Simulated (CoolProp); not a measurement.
Vapour-liquid equilibrium of CH2F2 (R32) (1) + R1234yf (2) at 205.6 K; x and y are mole fractions of (1).

Model: multi-fluid Helmholtz-energy mixture model, Tillner-Roth 1997 and Lemmon 2022; pair parameters Bell 2023, in CoolProp.

| x | bubble pressure (kPa) | y at the bubble point | dew pressure at overall composition x (kPa) | liquid density (mol/L) |
|---|---|---|---|---|
| 0.05 | 16.16 | 0.228 | 13.67 | 12.26 |
| 0.15 | 21.80 | 0.482 | 14.97 | 12.90 |
| 0.25 | (withheld) | 0.617 | 16.54 | 13.63 |
| 0.35 | 30.39 | 0.699 | 18.46 | 14.45 |
| 0.45 | 33.37 | 0.754 | 20.88 | 15.39 |
| 0.55 | 35.68 | 0.795 | (withheld) | 16.47 |
| 0.65 | (withheld) | 0.831 | 28.00 | 17.72 |
| 0.75 | 39.07 | 0.865 | 33.13 | 19.18 |
| 0.85 | (withheld) | 0.906 | 38.43 | 20.90 |
| 0.95 | 41.53 | 0.962 | 41.36 | 22.96 |

**Question.** Fill in the missing entries.

**Answer.** 
- 0.25, bubble pressure (kPa): 26.56
- 0.55, dew pressure at overall composition x (kPa): 23.97
- 0.65, bubble pressure (kPa): 37.52
- 0.85, bubble pressure (kPa): 40.42

No azeotrope shows between x = 0.05 and 0.95.

Pair parameters are fitted to limited data, so mixtures are less certain than the pure fluids.
